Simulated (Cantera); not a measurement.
Input: 1 mol SiCl₄, 230 mol N₂, equilibrated at 1525 K and 20.0 mbar.

Equilibrium computed with Cantera from the NASA thermochemical tables; the gas is ideal and each condensed phase is pure. Candidate condensed phases: Si, Si₃N₄; 13 gas species. The tables' values for SiCl₃ are old estimates; treat these amounts as uncertain. Kinetics and transport are ignored.

Base state: N₂ 0.995, SiCl₄ 0.00355, Cl 0.00100, SiCl₃ 0.000533, SiCl₂ 0.000238 (mole fractions); condensed: gas only.

Question: What changes in the equilibrium state with this change: temperature from 1525 K to 1600 K?

Answer: 
```
species    before     after
-------  --------  --------
N₂          0.995     0.994
SiCl₄     0.00355   0.00283
Cl        0.00100   0.00211
SiCl₂    0.000238  0.000637
SiCl₃    0.000533  0.000855
```
